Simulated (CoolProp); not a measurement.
Properties of dodecamethylcyclohexasiloxane (D6) along the isotherm 523.8 K.

Values from CoolProp's reference Helmholtz-energy equation of state, Colonna 2008. It is a short technical equation, of lower accuracy than the large ones.

```
p (MPa)   phase  density (kg/m³)  cp (kJ/(kg K))  isothermal compressibility (1/MPa)
-------  ------  ---------------  --------------  ----------------------------------
0.00456     gas           0.4677           1.791                               220.2
0.00688     gas           0.7070           1.791                               146.2
0.0104      gas            1.072           1.792                               97.03
0.0157      gas            1.626           1.792                               64.58
0.0236      gas            2.461           1.793                               43.27
0.0356      gas            3.754           1.794                               29.01
0.0538      gas            5.771           1.797                               19.55
0.0811      gas            8.939           1.800                               13.36
0.122    liquid            696.6           2.041                             0.01695
0.185    liquid            697.4           2.040                             0.01678
0.278    liquid            698.4           2.039                             0.01653
0.42     liquid            700.1           2.037                             0.01618
0.634    liquid            702.5           2.034                             0.01567
0.956    liquid            705.9           2.030                             0.01497
1.44     liquid            710.9           2.025                             0.01404
```
